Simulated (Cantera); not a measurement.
**B + H₂O + N₂ + O₂ (boron, boron nitride and boron oxide)**

A closed system holds: 1 mol B, 20 mol H₂O, 0.33 mol N₂, 0.15 mol O₂, held at 0.860 bar.

These are equilibrium values from Cantera (NASA tables, ideal gas, pure condensed phases), not measurements of a reactor. Candidate condensed phases: B, BN, B₂O₃, B₃O₃H₃, H₂O; 39 gas species. Gases not in the tables: H₃BO₃. Equilibrium is a limit: real reactors are often held back by kinetics, nucleation or transport.

```tsv
T (K)	log p H₂O	log p H₂	log p HBO₂	log p (HBO₂)₃	log p N₂	log p OH	n B₂O₃(l)
850	-0.11	-1.29	-6.42	-1.85	-1.85	<-12	0
950	-0.11	-1.29	-5.20	-1.85	-1.85	-11.55	0
1050	-0.11	-1.29	-4.21	-1.85	-1.85	-10.05	0
1150	-0.11	-1.29	-3.46	-2.01	-1.85	-8.81	0.148
1250	-0.10	-1.29	-2.84	-2.17	-1.85	-7.76	0.242
1350	-0.10	-1.29	-2.31	-2.31	-1.86	-6.87	0.269
1450	-0.11	-1.30	-1.87	-2.44	-1.86	-6.10	0.210
1550	-0.12	-1.30	-1.49	-2.57	-1.86	-5.44	0.0102
1650	-0.12	-1.30	-1.40	-3.40	-1.87	-4.86	0
1750	-0.12	-1.31	-1.39	-4.34	-1.87	-4.33	0
1850	-0.12	-1.30	-1.39	-5.20	-1.87	-3.87	0
1950	-0.12	-1.30	-1.39	-5.97	-1.87	-3.45	0
2050	-0.12	-1.30	-1.39	-6.66	-1.87	-3.08	0
2150	-0.12	-1.30	-1.39	-7.29	-1.87	-2.74	0
```
log p: log10 of the partial pressure in bar; n: condensed amount in mol.

From 850 K to 1050 K nothing is condensed. From 1150 K to 1550 K the condensed part is B₂O₃(l). From 1650 K to 2150 K nothing is condensed.
